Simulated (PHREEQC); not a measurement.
## Copper plating or etch bath: speciation

Consider water at 60 °C with 0.0052 mol/kgw CuCl2, 1 mol/kgw HNO3 and 0.00017 mol/kgw FeCl3. It is in equilibrium with CO2 at log p = -1 (atm). Otherwise closed; pH follows from the charge balance.

Model: ion-association model, phreeqc.dat, run in PHREEQC.

Each row changes one thing in this solution. No solid was allowed to form.

```csv
case,pH,Fe+3 (mol/kgw),CuCl+ (mol/kgw),FeCl+2 (mol/kgw),FeOH+2 (mol/kgw),CuCl2 (mol/kgw),SI of Goethite (FeOOH),SI of Hematite (Fe2O3)
as made,0.14,0.000139,0.000128,2.80e-5,2.93e-6,2.83e-7,-2.59,-3.01
FeCl3 from 0.00017 to 0.00034 mol/kgw,0.14,0.000276,0.000134,5.81e-5,5.82e-6,3.08e-7,-2.29,-2.42
FeCl3 from 0.00017 to 1.7e-05 mol/kgw,0.14,1.40e-5,0.000123,2.71e-6,2.95e-7,…,…,-5.01
temperature from 60 to 45 °C,…,0.000148,7.37e-5,2.08e-5,1.50e-6,1.46e-7,-2.99,-3.87
temperature from 60 to 55 °C,0.14,0.000142,…,2.55e-5,2.37e-6,2.29e-7,-2.72,-3.29
```

Problem. Complete the blanks.

Solution. 
- FeCl3 from 0.00017 to 1.7e-05 mol/kgw, CuCl2 (mol/kgw): 2.61e-7
- FeCl3 from 0.00017 to 1.7e-05 mol/kgw, SI of Goethite (FeOOH): -3.59
- temperature from 60 to 45 °C, pH: 0.13
- temperature from 60 to 55 °C, CuCl+ (mol/kgw): 0.000107

The ionic strength passes 0.7 mol/kgw, the rough limit of the ion-association models, in every such run. Species that the database lacks are ignored. Constants without temperature data keep their 25 °C values here.
